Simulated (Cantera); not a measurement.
A Cantera script and what it prints.

```python
import numpy as np
import cantera as ct

gas_names = """
    CL CL2 Fe FeCL FeCL2 FeCL3 Fe2CL4 Fe2CL6 H HCL H2
""".split()
cond_names = """
    Fe(a) Fe(c) Fe(d) Fe(L) FeCL2(s) FeCL2(L) FeCL3(s) FeCL3(L)
""".split()


def load(file, names, dense=False):
    # The tables refer to 1 bar. Condensed volumes are neglected.
    table = {s.name: s for s in ct.Species.list_from_file(file)}
    out = []
    for n in names:
        d = dict(table[n].input_data)
        d["thermo"] = dict(d["thermo"], **{"reference-pressure": 1e5})
        if dense:
            d["equation-of-state"] = {"model": "constant-volume", "density": "1e6 g/cm^3"}
        out.append(ct.Species.from_dict(d))
    return out


gas = ct.Solution(thermo="ideal-gas", species=load("nasa_gas.yaml", gas_names))
cond = {s.name: ct.Solution(thermo="fixed-stoichiometry", species=[s], name=s.name)
        for s in load("nasa_condensed.yaml", cond_names, dense=True)}
atoms = {
    'FeCl2': {'Fe': 1, 'CL': 2},
    'HCl': {'H': 1, 'CL': 1},
    'H2': {'H': 2},
}
top_T = {}  # K; cautious upper limits of use, not melting points


def equilibrate(T, P, feed):
    n = {}
    for name, mol in feed.items():
        for a, k in atoms[name].items():
            n[a] = n.get(a, 0.0) + k * mol
    gas.TPX = T, P, n
    mass = sum(n.values()) * gas.mean_molecular_weight
    gas.equilibrate("TP")
    valid = [c for c in cond.values() if c.min_temp <= T <= top_T.get(c.name, c.max_temp)]
    mix = ct.Mixture([(gas, mass / gas.mean_molecular_weight)] + [(c, 0.0) for c in valid])
    mix.T, mix.P = T, P
    mix.equilibrate("TP", solver="vcs", rtol=1e-11, max_steps=5000)
    return mix


results = []
feed = {'FeCl2': 1, 'HCl': 0.027, 'H2': 1.5}  # mol
T = 1750  # K
P = 36  # Pa
mix = equilibrate(T, P, feed)
results.append((T, P, feed, dict(zip(mix.species_names, mix.species_moles))))
print(gas.report(threshold=1e-06))
for i in range(1, mix.n_phases):
    print(f"{mix.phase(i).name:16s} {mix.phase_moles(i):12.5e} mol")
```

It prints:

```
       temperature   1750 K
          pressure   36 Pa
           density   0.00010739 kg/m^3
  mean mol. weight   43.404 kg/kmol
   phase of matter   gas

                          1 kg             1 kmol
                     ---------------   ---------------
          enthalpy        3.0591e+05        1.3278e+07  J
   internal energy            -29320       -1.2726e+06  J
           entropy            7619.7        3.3072e+05  J/K
    Gibbs function       -1.3029e+07       -5.6549e+08  J
 heat capacity c_p            935.08             40586  J/K
 heat capacity c_v            743.51             32271  J/K

                      mass frac. Y      mole frac. X     chem. pot. / RT
                     ---------------   ---------------   ---------------
                CL         0.0035659          0.004366           -27.429
                Fe          0.049802          0.038707            -7.081
              FeCL        0.00047769         0.0002271            -34.51
             FeCL2           0.67554           0.23134           -61.939
             FeCL3        5.2351e-06        1.4009e-06           -89.368
                 H        0.00018419         0.0079311           -13.932
               HCL           0.25098           0.29879           -41.361
                H2          0.019445           0.41864           -27.863
     [   +3 minor]        1.0881e-06        2.6662e-07

Fe(d)             2.84858e-01 mol
FeCL2(L)          0.00000e+00 mol
FeCL3(L)          0.00000e+00 mol
```

Equilibrium computed with Cantera from the NASA thermochemical tables; the gas is ideal and each condensed phase is pure.
